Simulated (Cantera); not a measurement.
A closed system holds: 1 mol HMDSO, 0.077 mol O₃, 4.3 mol N₂, at 1.70 mbar.

Cantera equilibrium calculation (NASA polynomials, part measured and part estimated; ideal gas, pure solids and liquids). Candidate condensed phases: C, C₆H₆, C₇H₈, C₈H₁₈, H₂O, Si, SiC, SiO₂, Si₂N₂O, Si₃N₄; 151 gas species. The feed counts by its element totals alone. Rates play no part. All values below are at 1650 K.

Base state: H₂ 0.617, N₂ 0.295, CO 0.0843, H 0.00173, HCN 0.00118, SiO 0.000292, HNC 3.10e-5, C₂H₂ (acetylene) 2.82e-5 (mole fractions); condensed: C(graphite) + SiC(s).

### Question
What changes in the equilibrium state with this change: pressure from 1.70 mbar to 0.450 bar?

### Answer
```json
[
 {"species": "H₂", "before": "0.617", "after": "0.717"},
 {"species": "N₂", "before": "0.295", "after": "0.263"},
 {"species": "CO", "before": "0.0843", "after": "0.0184"},
 {"species": "SiO", "before": "0.000292", "after": "3.96e-5"},
 {"species": "CH₄", "before": "8.61e-7", "after": "0.000307"},
 {"species": "H", "before": "0.00173", "after": "0.000115"},
 {"species": "C₂H₂ (acetylene)", "before": "2.82e-5", "after": "3.27e-5"},
 {"species": "C(graphite), mol", "before": "2.76", "after": "5.75"},
 {"species": "SiC(s), mol", "before": "2.00", "after": "0"},
 {"species": "Si₂N₂O(s), mol", "before": "0", "after": "1.000"}
]
```
